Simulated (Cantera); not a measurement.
A closed system holds: 1 mol AlN, 0.48 mol H₂O, 7.5 mol H₂, equilibrated at 0.133 bar.

Equilibrium computed with Cantera from the NASA thermochemical tables; the gas is ideal and each condensed phase is pure. Candidate condensed phases: Al, AlN, Al₂O₃, H₂O; 35 gas species. Equilibrium is a limit: real reactors are often held back by kinetics, nucleation or transport. All values below are at 773 K.

Base state: H₂ 0.980, N₂ 0.0196, NH₃ 7.18e-5 (mole fractions); condensed: AlN(s) + Al₂O₃(s).

**Question.** What changes in the equilibrium state with this change: 0.069 mol Cl₂ added?

**Answer.** 
```json
[
 {"species": "H₂", "before": "0.980", "after": "0.964"},
 {"species": "N₂", "before": "0.0196", "after": "0.0196"},
 {"species": "HCl", "before": "0", "after": "0.0162"},
 {"species": "AlCl₃", "before": "0", "after": "0.000205"},
 {"species": "NH₃", "before": "7.18e-5", "after": "6.99e-5"},
 {"species": "AlN(s), mol", "before": "0.680", "after": "0.678"},
 {"species": "Al₂O₃(s), mol", "before": "0.160", "after": "0.160"}
]
```
Condensed phases not in the tables: AlOCl. Further candidate phases: AlCl₃, NH₄Cl.

**Question.** What changes in the equilibrium state with this change: AlN replaced by BN?

**Answer.** 
```tsv
species	before	after
H₂	0.980	0.979
N₂	0.0196	0.0192
H₂O	2.27e-9	0.00135
NH₃	7.18e-5	7.09e-5
AlN(s), mol	0.680	0
Al₂O₃(s), mol	0.160	0
BN(s), mol	0	0.687
B₂O₃(l), mol	0	0.156
```
Gases not in the tables: H₃BO₃. Further candidate phases: B, BN, B₂O₃, B₃O₃H₃.
